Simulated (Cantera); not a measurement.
# Si + HCl + H₂ (chlorosilane synthesis and conversion)

A closed system holds: 1 mol Si, a varied amount of HCl, 15 mol H₂, equilibrated at 1773 K and 16.0 bar.

Cantera equilibrium calculation (NASA polynomials, part measured and part estimated; ideal gas, pure solids and liquids). Candidate condensed phases: Si; 19 gas species. The tables' values for SiCl₃ are old estimates; treat these amounts as uncertain. Gases not in the tables: Si₂H₆ and higher silanes. Kinetics and transport are ignored.

```csv
n(HCl) (mol),log p H₂,log p HCl,log p SiCl₂,log p SiCl₃,n Si(l)
0.66,1.19,-0.28,-1.24,-2.36,0.929
0.79,1.18,-0.22,-1.13,-2.19,0.904
0.94,1.18,-0.17,-1.02,-2.02,0.874
1.1,1.18,-0.13,-0.92,-1.88,0.839
1.3,1.17,-0.08,-0.83,-1.74,0.793
1.6,1.17,-0.02,-0.71,-1.56,0.720
1.9,1.16,0.02,-0.62,-1.43,0.642
2.3,1.16,0.06,-0.53,-1.29,0.534
2.7,1.15,0.10,-0.45,-1.18,0.422
3.2,1.15,0.13,-0.38,-1.07,0.278
3.8,1.14,0.16,-0.31,-0.96,0.102
```
log p: log10 of the partial pressure in bar; n: condensed amount in mol.

From 0.66 mol HCl to 3.8 mol HCl the condensed part is Si(l). The main Si-bearing gas is SiCl₂ throughout. The share of Si in condensed phases is highest at 0.66 mol HCl (92.9 %) and lowest at 3.8 mol HCl (10.2 %).
